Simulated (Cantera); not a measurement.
Gas mixture: 14.3 % CO2, 37.4 % C2H6, 48.4 % CH3OH, at 0.987 atm, frozen composition.

Cantera's kinetic-theory transport with the Lennard-Jones parameters of GRI-Mech 3.0, ideal gas; thermal conductivity in the mixture-averaged form. Polar gases are described roughly by these parameters. The composition is frozen, though it would react at the higher temperatures.

D: mixture-averaged diffusion coefficient of that species in the mixture.

```
T (K)  ρ (kg/m³)  cp (J/kg/K)  μ (µPa s)  λ (mW/m/K)     Pr  D (cm²/s) CH3  D (cm²/s) O  D (cm²/s) N2
-----  ---------  -----------  ---------  ----------  -----  -------------  -----------  ------------
400        0.993         1669       13.7        30.3  0.756          0.284        0.411         0.263
600        0.662         2203       20.0        57.6  0.764          0.594        0.843         0.543
800        0.496         2613       25.6        86.8  0.770          0.988         1.39         0.895
1000       0.397         2937          …           …  0.776              …            …             …
1200       0.331         3180       35.1         143  0.779           1.98         2.75          1.79
1400       0.284         3370       39.3         170  0.781           2.58         3.57          2.31
1600       0.248         3517       43.2         195  0.782           3.23         4.46          2.89
1800       0.221         3631       47.0         218  0.781           3.93         5.43          3.52
2000       0.199         3718       50.5           …  0.781              …            …             …
```

### Question
Complete the blanks.

### Answer

- 1000, μ (µPa s): 30.6
- 1000, λ (mW/m/K): 116
- 1000, D (cm²/s) CH3: 1.45
- 1000, D (cm²/s) O: 2.03
- 1000, D (cm²/s) N2: 1.31
- 2000, λ (mW/m/K): 240
- 2000, D (cm²/s) CH3: 4.69
- 2000, D (cm²/s) O: 6.47
- 2000, D (cm²/s) N2: 4.20
